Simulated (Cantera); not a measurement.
Input: 1 mol CCl4, 0.51 mol HCl, at 3425 K and 0.00180 bar.

Method: chemical equilibrium by Gibbs-energy minimisation in Cantera with the NASA 1993 tables (ideal gas, pure condensed phases). Candidate condensed phases: C, C6H6, C7H8, C8H18; 91 gas species. The tables' values for CCl are old estimates; treat these amounts as uncertain. Kinetics and transport are ignored.

What is the equilibrium state?

x(Cl): 0.778
x(C): 0.109
x(H): 0.0871
x(C3): 0.0128
x(C2): 0.0126
x(HCl): 0.000744
x(C2H): 5.86e-5
x(H2): 5.54e-5
x(CCl): 3.64e-5
gas amount: 5.793 mol
log10 activity of C(graphite) (absent): -0.95
